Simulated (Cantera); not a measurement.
A closed system holds: 1 mol SF6, 0.21 mol O2, 8.9 mol H2, held at 10.0 mbar.

Equilibrium computed with Cantera from the NASA thermochemical tables; the gas is ideal and each condensed phase is pure. Candidate condensed phases: H2O, H2SO4, S; 43 gas species. Rates play no part. All values below are at 2348 K.

Base state: HF 0.457, H2 0.382, H 0.0763, S 0.0270, H2O 0.0226, S2 0.0148, SH 0.0104, SO 0.00737 (mole fractions); condensed: gas only.

**Question.** What changes in the equilibrium state with this change: SF6 replaced by SO2?

**Answer.** 
```
species    before     after
-------  --------  --------
H2          0.382     0.630
H2O        0.0226     0.179
H          0.0763    0.0980
HF          0.457         0
SO2      0.000544    0.0106
SO        0.00737    0.0299
S2         0.0148    0.0106
S          0.0270    0.0228
SH         0.0104    0.0113
F        0.000125         0
O2        2.59e-6   5.98e-5
OH       0.000778   0.00480
O        0.000105  0.000505
```

**Question.** What changes in the equilibrium state with this change: O2 from 0.21 to 1.3 mol?

**Answer.** 
| species | before | after |
|---|---|---|
| HF | 0.457 | 0.451 |
| H2 | 0.382 | 0.280 |
| H2O | 0.0226 | 0.126 |
| SO | 0.00737 | 0.0300 |
| SO2 | 0.000544 | 0.0168 |
| S2 | 0.0148 | 0.00428 |
| SH | 0.0104 | 0.00478 |
| S | 0.0270 | 0.0145 |
| H | 0.0763 | 0.0654 |
| O2 | 2.59e-6 | 0.000149 |
| O | 0.000105 | 0.000796 |
